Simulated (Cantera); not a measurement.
Input: 1 mol CH3OH, 0.12 mol CO2, 1.1 mol H2, held at 1000 Pa.

Cantera equilibrium calculation (NASA polynomials, part measured and part estimated; ideal gas, pure solids and liquids). Candidate condensed phases: C, C6H6, C7H8, C8H18, H2O; 110 gas species. Equilibrium is a limit: real reactors are often held back by kinetics, nucleation or transport.

Problem. Which condensed phases are stable at each of these points (T (°C)): 350, 400, 450, 500, 550, 600, 650?

Solution. 
```tsv
T (°C)	condensed phases	C condensed (%)
350	C(graphite)	42.9
400	C(graphite)	48.6
450	C(graphite)	41.3
500	C(graphite)	23.5
550	C(graphite)	4.8
600	gas only	0.0
650	gas only	0.0
```

From 350 °C to 550 °C the condensed part is C(graphite). From 600 °C to 650 °C nothing is condensed.
